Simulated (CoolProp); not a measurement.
Values from CoolProp's reference Helmholtz-energy equation of state, Span 2003. It is a short technical equation, of lower accuracy than the large ones.

Problem. Give the vapour pressure (kPa), liquid density (kg/m³), vapour density (kg/m³), liquid cp (kJ/(kg K)) of saturated n-heptane at 333.9 K.

Solution. 
```
T (K)  p (kPa)  liquid density (kg/m³)  vapour density (kg/m³)  liquid cp (kJ/(kg K))
-----  -------  ----------------------  ----------------------  ---------------------
333.9     28.9                     649                    1.06                   2.39
```
